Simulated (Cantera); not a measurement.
A closed system holds: 1 mol Si, 0.0018 mol O₂, 4.2 mol H₂, equilibrated at 0.100 bar.

Equilibrium computed with Cantera from the NASA thermochemical tables; the gas is ideal and each condensed phase is pure. Candidate condensed phases: H₂O, Si, SiO₂; 18 gas species. Mutual solubility and eutectic melting of coexisting phases are not modelled. The tables hold silica as quartz up to 1696 K and as liquid above; real silica turns to tridymite and cristobalite and melts near 1996 K. Gases not in the tables: Si₂H₆ and higher silanes. Kinetics and transport are ignored.

x: gas mole fraction; n: condensed amount in mol.

| T (K) | x H₂ | x H | x SiO | x Si | x SiH₂ | x SiH | n Si(s) | n SiO₂(β-quartz) | n Si(l) |
|---|---|---|---|---|---|---|---|---|---|
| 1100 | 1.00 | 8.18e-8 | 2.30e-7 | <1e-12 | 1.32e-9 | 2.25e-12 | 0.998 | 0.00180 | 0 |
| 1200 | 1.000 | (withheld) | (withheld) | (withheld) | (withheld) | (withheld) | 0.998 | 0.00179 | 0 |
| 1300 | 1.000 | (withheld) | (withheld) | (withheld) | (withheld) | (withheld) | 0.998 | (withheld) | 0 |
| 1400 | 0.999 | 1.54e-5 | 0.000733 | 8.23e-9 | 3.76e-7 | 1.30e-8 | 0.997 | 0.000257 | 0 |
| 1500 | 0.999 | 5.56e-5 | 0.000856 | 1.05e-7 | 1.50e-6 | 1.07e-7 | 0.996 | 0 | 0 |
| 1600 | 0.999 | 0.000172 | 0.000856 | 9.75e-7 | 5.00e-6 | 6.71e-7 | 0.996 | 0 | 0 |
| 1700 | 0.999 | 0.000466 | 0.000856 | 6.79e-6 | 1.42e-5 | 3.32e-6 | 0 | 0 | 0.996 |
| 1800 | 0.998 | 0.00113 | 0.000856 | 3.18e-5 | 2.99e-5 | 1.14e-5 | 0 | 0 | 0.996 |
| 1900 | 0.996 | 0.00250 | 0.000855 | 0.000126 | 5.81e-5 | 3.45e-5 | 0 | 0 | 0.995 |
| 2000 | 0.993 | 0.00513 | 0.000854 | 0.000435 | 0.000105 | 9.31e-5 | 0 | 0 | 0.994 |

Task: What belongs in the gaps?

Result: 
- 1200, x H: 6.24e-7
- 1200, x SiO: 5.36e-6
- 1200, x Si: 1.39e-11
- 1200, x SiH₂: 1.19e-8
- 1200, x SiH: 6.58e-11
- 1300, x H: 3.50e-6
- 1300, x SiO: 7.61e-5
- 1300, x Si: 4.33e-10
- 1300, x SiH₂: 7.65e-8
- 1300, x SiH: 1.14e-9
- 1300, n SiO₂(β-quartz): 0.00164
